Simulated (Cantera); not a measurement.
# Hydrocarbon pyrolysis for carbon deposition

An isothermal, constant-pressure homogeneous reactor starts with C2H6 : N2 = 1 : 130 (molar parts), at 1925 K and 10.5 Torr.

Detailed kinetics in Cantera: GRI-Mech 3.0 (53 species, 325 reactions). GRI-Mech 3.0 stops at C3 and has no aromatics, soot or wall deposition, so with more carbon than oxygen in the feed, carbon stays in small species such as C2H2 where larger ones or solid carbon would form. Radical loss at walls, strong at low pressure, is not modelled.

```
t (s)       x C2H6     x HCN    x C2H2    x C2H4     x CH4
--------  --------  --------  --------  --------  --------
7.00e-6    0.00732    <1e-12  2.97e-11   1.07e-7   3.01e-7
2.70e-5    0.00650  1.59e-11   2.82e-9   2.91e-6   4.33e-6
0.000104   0.00403   1.72e-8   8.75e-7  0.000151   5.52e-5
0.000403  0.000339   1.37e-5  0.000667   0.00212  0.000405
0.00156    1.07e-6   8.33e-5   0.00522   0.00102  0.000704
0.00602    5.20e-8  0.000136   0.00699   6.68e-5  0.000397
0.0233     5.94e-9  0.000172   0.00727   5.64e-6  0.000180
0.0898    6.40e-10  0.000205   0.00736   6.09e-7   6.71e-5
0.347     3.07e-11  0.000237   0.00738   4.57e-8   1.46e-5
1.34        <1e-12  0.000254   0.00739   1.71e-8   6.96e-7
5.18        <1e-12  0.000255   0.00738   1.64e-8   6.23e-8
20.0        <1e-12  0.000255   0.00738   1.56e-8   9.63e-9
```
x: mole fraction; the columns are a selection and need not sum to one.

Equilibrium at this temperature and pressure: C2H6 <1e-12, HCN 0.0141, C2H2 0.000468, C2H4 9.87e-10, CH4 1.29e-8 (gas phase only).
